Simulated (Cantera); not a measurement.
Equilibrium for silicon carbide growth: Si(CH3)4 + C2H4 + H2

Input: 1 mol Si(CH3)4, 0.21 mol C2H4, 1.8 mol H2, held at 16000 Pa.

Equilibrium computed with Cantera from the NASA thermochemical tables; the gas is ideal and each condensed phase is pure. Candidate condensed phases: C, C6H6, C7H8, C8H18, Si, SiC; 87 gas species. Gases not in the tables: Si2H6 and higher silanes. The numbers say what is thermodynamically allowed, not how fast it happens.

| T (K) | log p H2 | log p H | log p C2H2 (acetylene) | log p CH4 | log p Si | log p SiH2 | log p SiH | n C(graphite) | n SiC(s) |
|---|---|---|---|---|---|---|---|---|---|
| 1500 | -0.80 | -5.15 | -5.84 | -4.18 | -10.12 | -8.76 | -10.01 | 3.42 | 1.00 |
| 1550 | -0.80 | -4.90 | -5.59 | -4.28 | -9.53 | -8.41 | -9.51 | 3.42 | 1.00 |
| 1600 | -0.80 | -4.66 | -5.36 | -4.38 | -8.99 | -8.07 | -9.05 | 3.42 | 1.000 |
| 1650 | -0.80 | -4.44 | -5.14 | -4.47 | -8.48 | -7.76 | -8.61 | 3.42 | 1.000 |
| 1700 | -0.80 | -4.23 | -4.93 | -4.55 | -8.00 | -7.47 | -8.21 | 3.42 | 1.000 |
| 1750 | -0.80 | -4.03 | -4.74 | -4.63 | -7.54 | -7.20 | -7.82 | 3.42 | 1.000 |
| 1800 | -0.80 | -3.84 | -4.55 | -4.71 | -7.12 | -6.94 | -7.46 | 3.42 | 1.000 |
| 1850 | -0.80 | -3.67 | -4.38 | -4.78 | -6.71 | -6.69 | -7.11 | 3.41 | 1.000 |
| 1900 | -0.80 | -3.50 | -4.22 | -4.84 | -6.33 | -6.46 | -6.79 | 3.41 | 1.000 |
| 1950 | -0.80 | -3.34 | -4.06 | -4.91 | -5.97 | -6.24 | -6.48 | 3.41 | 1.000 |
| 2000 | -0.80 | -3.19 | -3.91 | -4.97 | -5.62 | -6.03 | -6.19 | 3.41 | 1.000 |
| 2050 | -0.80 | -3.04 | -3.77 | -5.03 | -5.29 | -5.84 | -5.91 | 3.40 | 1.000 |
| 2100 | -0.80 | -2.91 | -3.64 | -5.08 | -4.98 | -5.65 | -5.65 | 3.40 | 0.999 |
log p: log10 of the partial pressure in bar; n: condensed amount in mol.

From 1500 K to 2100 K the condensed part is C(graphite) + SiC(s). The main Si-bearing gas is SiH2 at 1500 K and Si at 2100 K.
